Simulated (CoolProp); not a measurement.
Vapour-liquid equilibrium of cyclohexane (1) + dimethyl carbonate (2) at 0.0122 MPa; x and y are mole fractions of (1).

Values from CoolProp's multi-fluid Helmholtz-energy mixture model, Zhou 2014 and Zhou 2011; pair parameters Bell 2016.

**Question.** Give the bubble temperature and the first vapour's composition at x = 0.125, 0.5, 0.725. Is there an azeotrope?

**Answer.** x = 0.125: 23.0 °C, y = 0.515; x = 0.5: 18.5 °C, y = 0.659; x = 0.725: 18.5 °C, y = 0.674. y crosses x between x = 0.65 and 0.725: the model has an azeotrope there.

Pair parameters are fitted to limited data, so mixtures are less certain than the pure fluids.
